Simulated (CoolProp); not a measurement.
A Linde-Hampson liquefier for ethane: isothermal reversible compression at 320 K from 1 atm to 30 MPa, throttling to 1 atm, return gas leaving the recuperator 2 K below the feed. Each further row changes one setting.

Values from CoolProp's reference Helmholtz-energy equation of state, Bücker 2006.

```tsv
case	liquid yield per pass	compression work (kJ/kg of gas)
as stated	0.464	390
high pressure 60 MPa	0.436	457
warm-end temperature 350 K	0.390	457
warm-end gap 7 K	0.457	390
```
